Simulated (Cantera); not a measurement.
**Equilibrium for silicon epitaxy and polysilicon growth: SiH4 + Cl2 + N2**

Feed: 1 mol SiH4, 0.035 mol Cl2, 300 mol N2, at 852 °C and 4600 Pa.

Equilibrium computed with Cantera from the NASA thermochemical tables; the gas is ideal and each condensed phase is pure. Candidate condensed phases: NH4Cl, Si, Si3N4; 28 gas species. N2 is the only nitrogen source here; it is nearly inert below about 1500 K, so the nitride shown seldom forms there in practice. Rates play no part.

| Quantity | Result |
|---|---|
| x(N2) | 0.993 |
| x(H2) | 0.00652 |
| x(HCl) | 0.000232 |
| n(Si3N4(s)) | 0.333 mol |
| gas amount | 301.4 mol |
| log10 activity of Si(s) (absent) | -4.86 |
